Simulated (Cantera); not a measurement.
Feed: 1 mol trisilylamine, 13 mol N₂, at 1473 K and 1300 Pa.

Cantera equilibrium calculation (NASA polynomials, part measured and part estimated; ideal gas, pure solids and liquids). Candidate condensed phases: Si, Si₃N₄; 18 gas species. The feed counts by its element totals alone. Rates play no part.

Base state: N₂ 0.719, H₂ 0.281, H 5.88e-5 (mole fractions); condensed: Si₃N₄(s).

### Question
What changes in the equilibrium state with this change: trisilylamine replaced by SiF₄?

### Answer
```tsv
species	before	after
N₂	0.719	0.929
SiF₄	0	0.0714
H₂	0.281	0
H	5.88e-5	0
Si₃N₄(s), mol	1.00	0
```

### Question
What changes in the equilibrium state with this change: temperature from 1473 K to 1823 K?

### Answer
```csv
species,before,after
N₂,0.719,0.749
H₂,0.281,0.249
H,5.88e-5,0.00190
Si,8.67e-9,0.000340
Si₂N,<1e-9,2.18e-5
SiN,1.21e-9,1.39e-5
"Si₃N₄(s), mol",1.00,0
"Si(l), mol",0,2.99
```
The tables' values for SiN are old estimates; treat these amounts as uncertain.
